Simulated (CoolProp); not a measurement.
Methane at 307.01 K and 0.65 MPa is throttled through a valve to 0.0559 MPa with no heat exchange. Each further row changes one setting.

Model: reference Helmholtz-energy equation of state, Setzmann 1991, in CoolProp.

| case | temperature change (K) | final density (kg/m³) |
|---|---|---|
| as stated | … | … |
| outlet pressure 0.0168 MPa | … | 0.107 |
| outlet pressure 0.0727 MPa | … | … |

**Question.** Some entries are withheld; supply them.

**Answer.** 
- as stated, temperature change (K): -2.5
- as stated, final density (kg/m³): 0.354
- outlet pressure 0.0168 MPa, temperature change (K): -2.6
- outlet pressure 0.0727 MPa, temperature change (K): -2.4
- outlet pressure 0.0727 MPa, final density (kg/m³): 0.461
